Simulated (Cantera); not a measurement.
An adiabatic, constant-volume homogeneous reactor starts with 2.02 % C3H8, 20.6 % O2, 77.4 % N2, at 1798 K and 1.01 bar.

Model: GRI-Mech 3.0 (53 species, 325 reactions), integrated in Cantera. GRI-Mech 3.0 was tuned for natural gas; its chemistry of propane as a main component is partial and can be far from experiment.

One state of this run: T (K) = 2730; P (bar) = 1.60; x C3H8 = <1e-12; x O2 = 0.0901; x CO = 0.0133; x NO2 = 1.24e-5; x OH = 0.0162; x O = 0.00976; x H2O2 = 2.74e-7. x: mole fraction; the columns are a selection and need not sum to one.

**Question.** Which value of t (s) does it belong to?
A. 4.77e-5
B. 9.00e-6
C. 0.00711
D. 0.000253

**Answer.** C, 0.00711
